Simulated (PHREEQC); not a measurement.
**Leach liquor: an equilibrium model**

Solution (35 °C): 0.065 mol H2SO4, 0.00065 mol ZnSO4 and 0.0021 mol MnSO4 per kg of water. Closed to the air; pH follows from the charge balance.

All values are PHREEQC results (ion-association model, wateq4f.dat), not measurements.

This is a speciation only: nothing precipitates in the calculation.

Question: What pH, ionic strength does the model give?

Answer: pH 1.20; ionic strength 0.0972 mol/kgw.

Question: In which forms is Zn present?

Answer: Zn+2 64 %, ZnSO4 33 %, Zn(SO4)2-2 3.6 % of the Zn.

Complexes and solids missing from the database can't appear.
